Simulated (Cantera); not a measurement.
Source: NASA polynomial tables (part measured, part estimated), evaluated in Cantera. Values are per mole of reaction as written; species without (g) are pure solids or liquids, kept so even where they would boil at 1 bar.

Pb(g) + I2(g) ⇌ PbI2(g), with ΔH° = -260.8 kJ and ΔS° = -76.5 J/K at 300 K.

Task: How far is the shortcut ΔG° ≈ ΔH°(300 K) − T·ΔS°(300 K) from the full temperature-dependent value at 525, 625, 725, 825, 925, 1025, 1125 K?

Result: 
```csv
T (K),shortcut (kJ),full (kJ),difference (kJ),difference in log10 K
525,-220.6,-220.6,0.0,0.00
625,-213.0,-213.0,0.0,0.00
725,-205.3,-205.3,0.0,0.00
825,-197.7,-197.6,-0.1,0.00
925,-190.0,-189.9,-0.1,0.01
1025,-182.4,-182.2,-0.1,0.01
1125,-174.7,-174.5,-0.2,0.01
```
The shortcut ignores the heat-capacity change of the reaction.
